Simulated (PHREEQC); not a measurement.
Dissolve 1.2 mmol/kgw TMAH and 0.25 mmol/kgw K2SiO3 at 20 °C. Closed to the air; pH follows from the charge balance.

Computed with PHREEQC (ion-association model, phreeqc.dat).

This is a speciation only: nothing precipitates in the calculation.

Question: What pH, ionic strength does the model give?

Answer: pH 11.31; ionic strength 0.00170 mol/kgw.

Question: In which forms is Si present?

Answer: H3SiO4- 95 %, H4SiO4 3.6 %, H2SiO4-2 1.1 % of the Si.

Species that the database lacks are ignored. (CH3)4N+ isn't in the database: it is added as a free cation with an ion size of 4 Å.
